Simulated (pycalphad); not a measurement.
Source of the numbers: pycalphad with the COST 507 light-alloy database (1999); pressure 1 atm. The data set is of 1999 and partly superseded. Amounts are mole fractions of atoms.

Task: Give the equilibrium state of Al-2.343Mg-5.935Si (wt.%) at 550 K.

Result: FCC_A1, fraction 0.918, with 0.03 Mg, 0.04 Si wt.%; DIAMOND_A4, fraction 0.044, with no Mg, >99.99 Si wt.%; MG2SI, fraction 0.039, with 63.4 Mg, 36.6 Si wt.%.

Task: Give the equilibrium state of Al-2.343Mg-5.935Si (wt.%) at 850 K.

Result: FCC_A1, fraction 0.509, with 0.65 Mg, 1.1 Si wt.%; LIQUID, fraction 0.491, with 4.1 Mg, 11.0 Si wt.%.

Database names, with the compositions (at.%) that they take in these runs: MG2SI: Mg 67 Si 33. FCC_A1 is fcc; DIAMOND_A4 is diamond (Si). An entry "none" or "no" means that the model of the phase leaves that element out.
